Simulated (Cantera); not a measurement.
# Thermodynamics of calcination and drying, feed CaCO₃ + CO₂ + H₂ + C

Input: 1 mol CaCO₃, 5.9 mol CO₂, 0.027 mol H₂, 0.63 mol C, at 500 °C and 10000 Pa.

Cantera equilibrium calculation (NASA polynomials, part measured and part estimated; ideal gas, pure solids and liquids). Candidate condensed phases: C, C₆H₆, C₇H₈, C₈H₁₈, Ca, CaCO₃, CaO, Ca(OH)₂, H₂O; 115 gas species. The numbers say what is thermodynamically allowed, not how fast it happens.

| Property | Result |
|---|---|
| x(CO₂) | 0.813 |
| x(CO) | 0.183 |
| x(H₂) | 0.00222 |
| x(H₂O) | 0.00192 |
| x(CH₄) | 1.04e-6 |
| n(C(graphite)) | 0.0402 mol |
| n(CaCO₃(calcite)) | 1.00 mol |
| gas amount | 6.517 mol |
| log10 activity of Ca(OH)₂(s) (absent) | -6.35 |
| log10 activity of Ca(s) (absent) | -26.29 |
